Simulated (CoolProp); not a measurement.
Model: reference Helmholtz-energy equation of state, Thol 2015, in CoolProp.

Q: For octamethylcyclotetrasiloxane (D4), give the phase and the cp (kJ/(kg K)), cv (kJ/(kg K)), speed of sound (m/s), isothermal compressibility (1/MPa) at 574 K and 1.47 MPa.

A: 
- 574 K and 1.47 MPa: liquid; cp 2.54, cv 2.00, speed of sound 138, isothermal compressibility 0.126
